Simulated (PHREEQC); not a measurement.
Solution (20 °C): 13 mmol/kgw H3PO4 and 1.6 mmol/kgw NH3. Closed to the air; pH follows from the charge balance.

Equilibrium calculation in PHREEQC: ion-association model, phreeqc.dat.

Each row changes one thing in this solution. This is a speciation only: nothing precipitates in the calculation.

| case | pH | ionic strength (mol/kgw) |
|---|---|---|
| as made | 2.25 | 0.00763 |
| temperature from 20 to 35 °C | (withheld) | 0.00727 |
| H3PO4 from 0.013 to 0.065 mol/kgw | (withheld) | 0.0211 |
| H3PO4 left out | (withheld) | (withheld) |
| NH3 left out | 2.18 | 0.00709 |

### Question
What belongs in the gaps?

### Answer

- temperature from 20 to 35 °C, pH: 2.28
- H3PO4 from 0.013 to 0.065 mol/kgw, pH: 1.76
- H3PO4 left out, pH: 10.36
- H3PO4 left out, ionic strength (mol/kgw): 0.000160
